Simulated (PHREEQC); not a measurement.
A solution holds 0.013 mol HF and 0.43 mol (CH3)4NF per kg of water, at 25 °C. Closed to the air; pH follows from the charge balance.

Model: ion-association model, phreeqc.dat, run in PHREEQC.

```csv
quantity,before,after
pH,4.87,4.68
HF2- (mol/kgw),0.00795,0.000180
HF (mol/kgw),0.00504,0.00110
```

Q: What was changed between the two runs?
A. HF from 0.013 to 0.0117 mol/kgw
B. diluted 2-fold with water
C. diluted 5-fold with water
D. diluted 10-fold with water
E. HF from 0.013 to 0.0026 mol/kgw

A: D, diluted 10-fold with water

This is a speciation only: nothing precipitates in the calculation. (CH3)4N+ isn't in the database: it is added as a free cation with an ion size of 4 Å.
